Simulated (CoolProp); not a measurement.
Vapour pressure (MPa) of cis-2-butene: the reference equation beside estimates from Tc = 435.8 K, pc = 4.236 MPa, ω = 0.202. Clausius-Clapeyron is anchored at 293.6 K with a constant enthalpy of vaporisation of 22.29 kJ/mol.

Values from CoolProp's reference Helmholtz-energy equation of state, Lemmon 2005. It is a short technical equation, of lower accuracy than the large ones.

| T (K) | reference | Clausius-Clapeyron | Peng-Robinson |
|---|---|---|---|
| 254.7 | 0.03988 | 0.04562 | 0.04066 |
| 264.4 | 0.06132 | 0.06713 | 0.06210 |
| 274.2 | 0.09139 | 0.09645 | 0.09206 |
| 283.9 | 0.1315 | 0.1347 | 0.1319 |
| 293.6 | 0.1841 | 0.1841 | 0.1842 |
| 303.4 | 0.2522 | 0.2472 | 0.2520 |
| 313.1 | 0.3371 | 0.3251 | 0.3366 |
| 322.8 | 0.4420 | 0.4205 | 0.4412 |
| 332.5 | 0.5696 | 0.5358 | 0.5688 |
| 342.3 | 0.7245 | 0.6749 | 0.7241 |
| 352 | 0.9066 | 0.8375 | 0.9072 |
| 361.7 | 1.120 | 1.027 | 1.123 |
| 371.5 | 1.372 | 1.249 | 1.377 |
| 381.2 | 1.660 | 1.501 | 1.669 |
| 390.9 | 1.990 | 1.787 | 2.004 |

Absolute difference from the reference over all 15 rows, mean and median: Clausius-Clapeyron 6.6 and 6.8 %, Peng-Robinson 0.5 and 0.3 %.
